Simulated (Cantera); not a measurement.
A closed system holds: 1 mol FeS, 3.2 mol H2S, 0.31 mol CO2, 0.063 mol SO2, held at 9000 Torr.

Method: chemical equilibrium by Gibbs-energy minimisation in Cantera with the NASA 1993 tables (ideal gas, pure condensed phases). Candidate condensed phases: C, C6H6, C7H8, C8H18, Fe, Fe(CO)5, FeO, Fe(OH)2, Fe(OH)3, FeS, FeSO4, FeS2, Fe2O3, Fe2(SO4)3, Fe3O4, H2O, H2SO4, S; 127 gas species. FeS: taken at fixed stoichiometry. Rates play no part. All values below are at 1775 K.

Base state: H2S 0.409, H2 0.242, S2 0.171, H2O 0.0952, CO 0.0621, SH 0.00829, CO2 0.00656, COS 0.00365 (mole fractions); condensed: FeS(l).

Question: What changes in the equilibrium state with this change: H2S from 3.2 to 0.065 mol?

Answer: 
```tsv
species	before	after
CO2	0.00656	0.512
SO2	0.000225	0.143
CO	0.0621	0.142
H2S	0.409	0.00835
H2	0.242	0.00899
S2	0.171	0.0518
H2O	0.0952	0.120
Fe(OH)2	1.33e-7	1.04e-5
CS2	0.000480	9.77e-6
SO	0.000201	0.00376
S2O	0.000353	0.00364
SH	0.00829	0.000878
H	4.11e-5	7.92e-6
FeS(l), mol	1.000	1.000
```
